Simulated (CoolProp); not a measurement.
Vapour-liquid equilibrium of R1234ze(E) (1) + R227EA (2) at 70.85 °C; x and y are mole fractions of (1).

The numbers come from the multi-fluid Helmholtz-energy mixture model, Thol 2016 and Lemmon 2016; pair parameters Bell 2023 in CoolProp.

```csv
x,"bubble pressure, mixture model (MPa)","bubble pressure, Raoult's law (MPa)","y, mixture model","y, Raoult's law"
0.05,1.528,1.523,0.054,0.054
0.125,1.545,1.532,0.134,0.134
0.2,1.560,1.542,0.212,0.213
0.275,1.575,1.551,0.289,0.291
0.35,1.588,1.560,0.365,0.368
0.425,1.600,1.570,0.439,0.445
0.5,1.611,1.579,0.513,0.520
0.575,1.620,1.589,0.586,0.594
0.65,1.628,1.598,0.658,0.668
0.725,1.634,1.608,0.730,0.741
0.8,1.639,1.617,0.803,0.812
0.875,1.641,1.626,0.876,0.883
0.95,1.642,1.636,0.950,0.954
```

The largest gap from Raoult's law is +2.0 % in bubble pressure, at x = 0.5. No azeotrope shows between x = 0.05 and 0.95.

The pair parameters rest on a limited set of measurements; away from them the model extrapolates.
